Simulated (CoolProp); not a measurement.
Cyclohexane along the isobar 3810 kPa: Z from the reference equation and from simpler models built on Tc = 553.6 K, pc = 4081 kPa, ω = 0.209; each cubic takes its own stable root.

The numbers come from the reference Helmholtz-energy equation of state, Zhou 2014 in CoolProp.

| T (K) | phase | reference | Redlich-Kwong | Soave-Redlich-Kwong |
|---|---|---|---|---|
| 292.8 | liquid | 0.1684 | 0.1834 | 0.1806 |
| 321.4 | liquid | 0.1588 | 0.1729 | 0.1696 |
| 350.1 | liquid | 0.1513 | 0.1650 | 0.1612 |
| 378.8 | liquid | 0.1456 | 0.1594 | 0.1552 |
| 407.5 | liquid | 0.1414 | 0.1560 | 0.1514 |
| 436.2 | liquid | 0.1389 | 0.1549 | 0.1499 |
| 464.9 | liquid | 0.1382 | 0.1566 | 0.1513 |
| 493.5 | liquid | 0.1402 | 0.1627 | 0.1570 |
| 522.2 | liquid | 0.1478 | 0.1781 | 0.1722 |
| 550.9 | gas | 0.4662 | 0.4965 | 0.4925 |
| 579.6 | gas | 0.6429 | 0.6421 | 0.6547 |
| 608.3 | gas | 0.7219 | 0.7148 | 0.7329 |
